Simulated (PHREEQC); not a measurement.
Make-up at 20 °C: 0.082 mol HF and 0.072 mol NaF per kg of water. Closed to the air; pH follows from the charge balance.

Computed with PHREEQC (ion-association model, phreeqc.dat).

No solid was allowed to form.

**Question.** Order these F species by the share of F that they hold, largest first: HF2-, F-, HF, NaF.

**Answer.** HF (43 %), F- (37 %), HF2- (18 %), NaF (0.95 %)

The pH is 2.96 and the ionic strength 0.0718 mol/kgw.
